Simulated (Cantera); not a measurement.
**Adiabatic ignition**

An adiabatic, constant-volume homogeneous reactor starts with CO : H₂ : O₂ : N₂ : CO₂ = 1 : 0.61 : 0.936 : 3.52 : 1.5 (molar parts), at 1348 K and 2.60 bar.

Computed with Cantera and GRI-Mech 3.0 (53 species, 325 reactions). The hydrogen kinetics of GRI-Mech 3.0 are dated; newer H2 mechanisms differ, most at raised pressure.

| t (s) | T (K) | P (bar) | x CO | x H₂ | x O₂ | x O | x OH |
|---|---|---|---|---|---|---|---|
| 1.00e-6 | 1348 | 2.60 | 0.132 | 0.0806 | 0.124 | 1.77e-8 | 9.39e-9 |
| 2.77e-6 | 1348 | 2.60 | 0.132 | 0.0806 | 0.124 | 1.22e-7 | 7.69e-8 |
| 7.65e-6 | 1348 | 2.60 | 0.132 | 0.0806 | 0.124 | 1.15e-5 | 7.47e-6 |
| 2.11e-5 | 1908 | 3.55 | 0.109 | 0.00583 | 0.0688 | 0.0131 | 0.00965 |
| 5.85e-5 | 2403 | 4.32 | 0.0681 | 0.00296 | 0.0499 | 0.00444 | 0.00966 |
| 0.000162 | 2588 | 4.59 | 0.0482 | 0.00194 | 0.0407 | 0.00237 | 0.00821 |
| 0.000447 | 2604 | 4.62 | 0.0462 | 0.00185 | 0.0394 | 0.00220 | 0.00802 |
| 0.00124 | 2601 | 4.61 | 0.0461 | 0.00185 | 0.0385 | 0.00215 | 0.00791 |
| 0.00342 | 2595 | 4.60 | 0.0459 | 0.00185 | 0.0369 | 0.00205 | 0.00771 |
| 0.00946 | 2591 | 4.59 | 0.0458 | 0.00185 | 0.0357 | 0.00198 | 0.00757 |
| 0.0262 | 2591 | 4.59 | 0.0458 | 0.00185 | 0.0356 | 0.00198 | 0.00756 |
| 0.0723 | 2591 | 4.59 | 0.0458 | 0.00185 | 0.0356 | 0.00198 | 0.00756 |
| 0.200 | 2591 | 4.59 | 0.0458 | 0.00185 | 0.0356 | 0.00198 | 0.00756 |
x: mole fraction; the columns are a selection and need not sum to one.

```yaml
time_of_steepest_temperature_rise: 15.8 µs
temperature at 0.200 s: 2591 K
equilibrium_temperature: 2591 K
x(CO) at 0.200 s: 0.0458 (gas-phase equilibrium 0.0458)
x(H₂) at 0.200 s: 0.00185 (gas-phase equilibrium 0.00185)
x(O₂) at 0.200 s: 0.0356 (gas-phase equilibrium 0.0356)
```
